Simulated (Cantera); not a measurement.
Input (Python, Cantera) and output of one run.

```python
import numpy as np
import cantera as ct

gas_names = """
    CL CL2 H HCL H2 N NH NH2 NH3 N2 N2H2 N2H4 Si SiCL SiCL2 SiCL3 SiCL4 SiH SiHCL3 SiH2 SiH2CL2 SiH3
    SiH3CL SiH4 SiN Si2 Si2N Si3
""".split()
cond_names = """
    NH4CL(a) NH4CL(b) Si(cr) Si(L) Si3N4(a)
""".split()


# ... load() reads the species with a 1 bar reference pressure and builds the phases ...
atoms = {
    'Si2H6': {'Si': 2, 'H': 6},
    'Cl2': {'CL': 2},
    'N2': {'N': 2},
    'HCl': {'H': 1, 'CL': 1},
}
top_T = {'Si3N4(a)': 2400}  # K; cautious upper limits of use, not melting points


# ... equilibrate(T, P, feed) seeds the gas with the atoms and calls Mixture.equilibrate('TP', solver="vcs", rtol=1e-11, max_steps=5000) ...
results = []
T = 1050  # K
P = 1200  # Pa
for m in [4.7, 7.4, 12, 18, 29, 45, 71, 110, 170]:
    feed = {'Si2H6': 1, 'Cl2': 0.0069, 'N2': m, 'HCl': 0.13}  # mol
    mix = equilibrate(T, P, feed)
    results.append((T, P, feed, dict(zip(mix.species_names, mix.species_moles))))

top = {s: max(r[3][s] / sum(r[3][g] for g in gas_names) for r in results) for s in gas_names}
cols = sorted((s for s in top if top[s] > 0.001), key=lambda s: -top[s])[:8]
seen = [c for c in cond_names if any(r[3].get(c, 0) > 1e-12 for r in results)]
print("log10 of partial pressures in bar; condensed amounts in mol")
print(f"{'n(N2)':>10s}" + "".join(f"{s[:9]:>10s}" for s in cols + seen))
for T, P, feed, n in results:
    ng = sum(n[g] for g in gas_names)
    print(f"{feed['N2']:10.4g}" + "".join(f"{np.log10(max(n[s] / ng * P / 1e5, 1e-99)):10.3f}" for s in cols)
          + "".join(f"{n.get(c, 0):10.4g}" for c in seen))
```

Result:

```
log10 of partial pressures in bar; condensed amounts in mol
     n(N2)        N2        H2       HCL  Si3N4(a)
       4.7    -2.207    -2.258    -3.576    0.6667
       7.4    -2.102    -2.409    -3.727    0.6667
        12    -2.033    -2.585    -3.903    0.6667
        18    -1.996    -2.741    -4.060    0.6667
        29    -1.967    -2.933    -4.252    0.6667
        45    -1.951    -3.115    -4.433    0.6667
        71    -1.940    -3.307    -4.625    0.6667
       110    -1.933    -3.493    -4.812    0.6667
       170    -1.929    -3.680    -4.998    0.6667
```

Cantera equilibrium calculation (NASA polynomials, part measured and part estimated; ideal gas, pure solids and liquids). The feed counts by its element totals alone. N2 is the only nitrogen source here; it is nearly inert below about 1500 K, so the nitride shown seldom forms there in practice.
